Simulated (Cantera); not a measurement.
A closed system holds: 1 mol C₂H₂, 0.79 mol H₂O, 3.9 mol N₂, held at 2950 K and 0.133 bar.

Equilibrium computed with Cantera from the NASA thermochemical tables; the gas is ideal and each condensed phase is pure. Candidate condensed phases: C, C₆H₆, C₇H₈, C₈H₁₈, H₂O; 136 gas species. Equilibrium is a limit: real reactors are often held back by kinetics, nucleation or transport.

Base state: N₂ 0.524, H₂ 0.146, H 0.141, CO 0.113, HCN 0.0507, HNC 0.00918, C₂H₂ (acetylene) 0.00784, CN 0.00482 (mole fractions); condensed: C(graphite).

Task: What changes in the equilibrium state with this change: pressure from 0.133 bar to 1.00 bar?

Result: 
```csv
species,before,after
N₂,0.524,0.547
H₂,0.146,0.192
CO,0.113,0.118
H,0.141,0.0592
C₂H₂ (acetylene),0.00784,0.0103
HCN,0.0507,0.0594
HNC,0.00918,0.0108
C,0.000234,3.12e-5
C₅,2.13e-5,2.85e-6
C₃,0.00136,0.000181
C₂,0.000137,1.82e-5
"C(graphite), mol",0.585,0.567
```
